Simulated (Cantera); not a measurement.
An adiabatic, constant-volume homogeneous reactor starts with CH₃OH : O₂ : N₂ = 1 : 0.56 : 4.7 (molar parts), equivalence ratio 2.7, at 1323 K and 10.0 bar.

Computed with Cantera and GRI-Mech 3.0 (53 species, 325 reactions). GRI-Mech 3.0 was tuned for natural gas; its chemistry of methanol as a main component is partial and can be far from experiment.

Task: Predict: time of steepest temperature rise; temperature at 0.100 s; equilibrium temperature; x(O₂) at 0.100 s; x(H₂O) at 0.100 s; x(N₂O) at 0.100 s.

Result: 
```json
{
 "time_of_steepest_temperature_rise": "0.213 ms",
 "temperature at 0.100 s": "2190 K",
 "equilibrium_temperature": "2190 K",
 "x(O₂) at 0.100 s": "5.03e-8 (gas-phase equilibrium 5.03e-8)",
 "x(H₂O) at 0.100 s": "0.126 (gas-phase equilibrium 0.126)",
 "x(N₂O) at 0.100 s": "1.16e-9 (gas-phase equilibrium 1.18e-9)"
}
```
